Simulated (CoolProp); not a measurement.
C3F8 (R218) at 293.15 K and 0.122 MPa flows at 1.6 m/s in a round tube of 6 mm bore and 45 µm roughness, fully developed (64/Re and Nu = 3.66 if laminar; Colebrook and Gnielinski if turbulent). Each further row changes one setting.

The numbers come from the reference Helmholtz-energy equation of state, Lemmon 2006 in CoolProp. It is a short technical equation, of lower accuracy than the large ones.

| case | Reynolds number | Darcy friction factor | pressure drop (Pa/m) | heat-transfer coefficient (W/(m² K)) | mass flow (kg/h) |
|---|---|---|---|---|---|
| as stated | 7670 | 0.0420 | 86.6 | 64.4 | 1.58 |
| velocity 3.2 m/s | 15300 | 0.0386 | 319 | 127 | 3.15 |
| diameter 12 mm | 15300 | 0.0338 | 34.9 | 54.9 | 6.30 |

Viscosity comes from a separate model (Huber 2003), an estimate that may be off by 10 % or more. Thermal conductivity comes from a separate model (Huber 2003), an estimate that may be off by 10 % or more.
